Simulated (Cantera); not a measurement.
A Cantera script and what it prints.

```python
import numpy as np
import cantera as ct

gas_names = """
    CL CL2 H HCL H2 N NH NH2 NH3 N2 N2H2 N2H4 Si SiCL SiCL2 SiCL3 SiCL4 SiH SiHCL3 SiH2 SiH2CL2 SiH3
    SiH3CL SiH4 SiN Si2 Si2N Si3
""".split()
cond_names = """
    NH4CL(a) NH4CL(b) Si(cr) Si(L) Si3N4(a)
""".split()


# ... load() reads the species with a 1 bar reference pressure and builds the phases ...
atoms = {
    'SiCl4': {'Si': 1, 'CL': 4},
    'N2': {'N': 2},
    'H2': {'H': 2},
}
top_T = {'Si3N4(a)': 2400}  # K; cautious upper limits of use, not melting points


# ... equilibrate(T, P, feed) seeds the gas with the atoms and calls Mixture.equilibrate('TP', solver="vcs", rtol=1e-11, max_steps=5000) ...
results = []
feed = {'SiCl4': 1, 'N2': 0.36, 'H2': 18}  # mol
P = 83  # Pa
for T in [1350, 1400, 1450, 1500, 1550, 1600, 1650, 1700, 1750, 1800, 1850, 1900]:
    mix = equilibrate(T, P, feed)
    results.append((T, P, feed, dict(zip(mix.species_names, mix.species_moles))))
    x = sorted(zip(gas.X, gas.species_names), reverse=True)
    print(f"T = {T:g} K  P = {P:g} Pa  gas = {mix.phase_moles(0):.4g} mol")
    print("   x: " + "  ".join(f"{s} {v:.3e}" for v, s in x if v > 0.0001))
    print("   condensed (mol): " + ("  ".join(f"{mix.phase(i).name} {mix.phase_moles(i):.4g}"
          for i in range(1, mix.n_phases) if mix.phase_moles(i) > 1e-12) or "none"))
```

Result:

```
T = 1350 K  P = 83 Pa  gas = 20.11 mol
   x: H2 8.281e-01  HCL 1.340e-01  SiCL2 3.067e-02  N2 5.968e-03  SiCL3 9.516e-04  SiCL4 1.473e-04
   condensed (mol): Si3N4(a) 0.12
T = 1400 K  P = 83 Pa  gas = 20.21 mol
   x: H2 8.309e-01  HCL 1.195e-01  SiCL2 3.797e-02  N2 1.067e-02  SiCL3 7.133e-04  H 1.539e-04
   condensed (mol): Si3N4(a) 0.07214
T = 1450 K  P = 83 Pa  gas = 20.36 mol
   x: H2 8.300e-01  HCL 1.080e-01  SiCL2 4.337e-02  N2 1.768e-02  SiCL3 5.150e-04  H 2.991e-04
   condensed (mol): Si(cr) 0.1055
T = 1500 K  P = 83 Pa  gas = 20.36 mol
   x: H2 8.303e-01  HCL 1.068e-01  SiCL2 4.416e-02  N2 1.768e-02  H 5.567e-04  SiCL3 3.716e-04
   condensed (mol): Si(cr) 0.09189
T = 1550 K  P = 83 Pa  gas = 20.37 mol
   x: H2 8.303e-01  HCL 1.057e-01  SiCL2 4.483e-02  N2 1.767e-02  H 9.961e-04  SiCL3 2.734e-04  CL 1.012e-04
   condensed (mol): Si(cr) 0.07879
T = 1600 K  P = 83 Pa  gas = 20.38 mol
   x: H2 8.300e-01  HCL 1.045e-01  SiCL2 4.539e-02  N2 1.766e-02  H 1.719e-03  SiCL3 2.048e-04  CL 1.713e-04  SiCL 1.275e-04  Si 1.175e-04
   condensed (mol): Si(cr) 0.06531
T = 1650 K  P = 83 Pa  gas = 20.4 mol
   x: H2 8.292e-01  HCL 1.034e-01  SiCL2 4.584e-02  N2 1.765e-02  H 2.871e-03  Si 3.228e-04  CL 2.807e-04  SiCL 2.411e-04  SiCL3 1.559e-04
   condensed (mol): Si(cr) 0.04946
T = 1700 K  P = 83 Pa  gas = 20.43 mol
   x: H2 8.272e-01  HCL 1.029e-01  SiCL2 4.583e-02  N2 1.762e-02  H 4.652e-03  Si 8.175e-04  CL 4.497e-04  SiCL 4.320e-04  SiCL3 1.202e-04
   condensed (mol): Si(L) 0.03434
T = 1750 K  P = 83 Pa  gas = 20.49 mol
   x: H2 8.225e-01  HCL 1.048e-01  SiCL2 4.437e-02  N2 1.757e-02  H 7.321e-03  Si 1.809e-03  CL 7.195e-04  SiCL 7.071e-04
   condensed (mol): Si(L) 0.03512
T = 1800 K  P = 83 Pa  gas = 20.58 mol
   x: H2 8.159e-01  HCL 1.063e-01  SiCL2 4.282e-02  N2 1.749e-02  H 1.123e-02  Si 3.826e-03  SiCL 1.123e-03  CL 1.119e-03  SiH 1.136e-04
   condensed (mol): Si(L) 0.01086
T = 1850 K  P = 83 Pa  gas = 20.71 mol
   x: H2 8.050e-01  HCL 1.109e-01  SiCL2 3.933e-02  N2 1.737e-02  H 1.678e-02  Si 6.925e-03  CL 1.756e-03  SiCL 1.600e-03  SiH 1.775e-04
   condensed (mol): none
T = 1900 K  P = 83 Pa  gas = 20.9 mol
   x: H2 7.900e-01  HCL 1.178e-01  SiCL2 3.430e-02  H 2.448e-02  N2 1.721e-02  Si 1.096e-02  CL 2.756e-03  SiCL 2.065e-03  SiH 2.436e-04
   condensed (mol): none
```

Method: chemical equilibrium by Gibbs-energy minimisation in Cantera with the NASA 1993 tables (ideal gas, pure condensed phases). N2 is the only nitrogen source here; it is nearly inert below about 1500 K, so the nitride shown seldom forms there in practice. The tables' values for SiCl, SiCl3, SiN are old estimates; treat these amounts as uncertain. Gases not in the tables: Si2H6 and higher silanes.
